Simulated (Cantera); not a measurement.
Input: 1 mol SiH4, 2 mol CH4, 2.4 mol H2, at 1048 K and 16000 Pa.

Equilibrium computed with Cantera from the NASA thermochemical tables; the gas is ideal and each condensed phase is pure. Candidate condensed phases: C, C6H6, C7H8, C8H18, Si, SiC; 87 gas species. Rates play no part.

Base state: H2 0.991, CH4 0.00917 (mole fractions); condensed: C(graphite) + SiC(s).

### Question
What changes in the equilibrium state with this change: SiH4 replaced by CH3SiCl3?

### Answer
```tsv
species	before	after
H2	0.991	0.807
HCl	0	0.136
SiCl4	0	0.0480
SiHCl3	0	0.00292
SiCl3	0	0.000255
SiCl2	0	2.48e-5
C(graphite), mol	0.924	2.40
SiC(s), mol	1.00	0.544
```
The feed counts by its element totals alone. The tables' values for SiCl3 are old estimates; treat these amounts as uncertain.
